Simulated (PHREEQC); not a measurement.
A solution holds 0.73 mol/kgw NaOH, 7.9e-05 mol/kgw K2SiO3 and 0.0012 mol/kgw K3PO4, at 25 °C. Closed to the air; pH follows from the charge balance.

All values are PHREEQC results (ion-association model, phreeqc.dat), not measurements.

Each row changes one thing in this solution. Precipitation was switched off in this run.

| case | pH | H2SiO4-2 (mol/kgw) | H3SiO4- (mol/kgw) | H4SiO4 (mol/kgw) | SI of Quartz (SiO2) |
|---|---|---|---|---|---|
| as made | 13.65 | 7.13e-5 | 7.65e-6 | 6.12e-10 | -5.14 |
| K3PO4 replaced by Na2HPO4 at the same molality | 13.65 | 7.13e-5 | 7.66e-6 | 6.14e-10 | -5.14 |
| temperature from 25 to 60 °C | 12.66 | 6.84e-5 | 1.06e-5 | 3.03e-9 | -4.90 |
| diluted 10-fold with water | 12.75 | 3.31e-6 | 4.59e-6 | 4.26e-9 | -4.38 |
| K3PO4 left out | 13.65 | 7.13e-5 | 7.65e-6 | 6.14e-10 | -5.14 |
| K3PO4 from 0.0012 to 0.00132 mol/kgw | 13.65 | 7.13e-5 | 7.65e-6 | 6.12e-10 | -5.14 |
| NaOH replaced by NaNO3 at the same molality | 10.79 | 9.56e-7 | 7.38e-5 | 4.25e-6 | -1.30 |

The ionic strength passes 0.7 mol/kgw, the rough limit of the ion-association models, in as made; K3PO4 replaced by Na2HPO4 at the same molality; temperature from 25 to 60 °C; K3PO4 left out; K3PO4 from 0.0012 to 0.00132 mol/kgw; NaOH replaced by NaNO3 at the same molality. Away from 25 °C the constants follow the database's enthalpies or fits; those with neither stay at their 25 °C values.
